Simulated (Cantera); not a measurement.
Input (Python, Cantera):

```python
import numpy as np
import cantera as ct

surf = ct.Interface("ptcombust.yaml", "Pt_surf")
gas = surf.adjacent["gas"]
gas.TPX = 300, 7300, {'CH4': 0.071, 'O2': 0.2, 'N2': 0.79}
jet = ct.ImpingingJet(gas=gas, width=0.041, surface=surf)
jet.inlet.mdot, jet.inlet.T, jet.inlet.X = 0.02, 300, {'CH4': 0.071, 'O2': 0.2, 'N2': 0.79}
jet.set_refine_criteria(ratio=10, slope=0.2, curve=0.3)
show, cover = ['CH4', 'O2', 'H2O', 'OH', 'CO', 'CO2'], ["PT(S)", "H(S)", "O(S)", "OH(S)", "CO(S)", "C(S)"]

rows = []
print(f"{'Ts/K':>7s}" + "".join(f"{s:>11s}" for s in show + cover) + "   (gas at the wall, coverages)")
for i, Ts in enumerate([850, 900, 950, 1000, 1050, 1100, 1150, 1200]):
    jet.surface.T = Ts
    if i == 0:
        surf.TP = Ts, 7300
        surf.coverages = "PT(S):0.5, O(S):0.5"
        surf.advance_coverages(1.0)
        jet.set_initial_guess(products="inlet")
    jet.solve(loglevel=0, auto=(i == 0))
    rows.append([*(jet.X[gas.species_index(s), -1] for s in show), *surf[cover].coverages])
    print(f"{Ts:7g}" + "".join(f"{x:11.3e}" for x in rows[-1]))
```

Result:

```
   Ts/K        CH4         O2        H2O         OH         CO        CO2      PT(S)       H(S)       O(S)      OH(S)      CO(S)       C(S)   (gas at the wall, coverages)
    850  5.299e-02  1.583e-01  2.639e-02  1.246e-08  1.409e-05  1.722e-02  1.368e-01  2.828e-08  8.620e-01  1.258e-03  1.818e-05  4.642e-08
    900  4.079e-02  1.322e-01  4.920e-02  4.742e-08  1.575e-05  3.227e-02  2.046e-01  1.013e-07  7.938e-01  1.607e-03  1.634e-05  5.811e-08
    950  2.926e-02  1.077e-01  7.053e-02  1.519e-07  1.594e-05  4.648e-02  2.812e-01  2.741e-07  7.171e-01  1.749e-03  1.254e-05  6.002e-08
   1000  2.090e-02  8.999e-02  8.582e-02  4.119e-07  1.571e-05  5.676e-02  3.602e-01  6.025e-07  6.381e-01  1.714e-03  8.925e-06  5.578e-08
   1050  1.544e-02  7.855e-02  9.567e-02  9.860e-07  1.575e-05  6.342e-02  4.373e-01  1.149e-06  5.611e-01  1.582e-03  6.267e-06  4.987e-08
   1100  1.191e-02  7.126e-02  1.019e-01  2.131e-06  1.629e-05  6.765e-02  5.104e-01  1.984e-06  4.882e-01  1.412e-03  4.484e-06  4.445e-08
   1150  9.575e-03  6.655e-02  1.059e-01  4.238e-06  1.742e-05  7.035e-02  5.785e-01  3.202e-06  4.202e-01  1.236e-03  3.316e-06  4.017e-08
   1200  7.978e-03  6.352e-02  1.085e-01  7.860e-06  1.925e-05  7.205e-02  6.408e-01  4.899e-06  3.581e-01  1.068e-03  2.542e-06  3.699e-08
```

Detailed kinetics in Cantera: Deutschmann's 1995 Pt surface mechanism with GRI-Mech 3.0 gas chemistry. Catalytic surfaces can have several steady states; this one follows from the mechanism file's or the stated starting coverage.
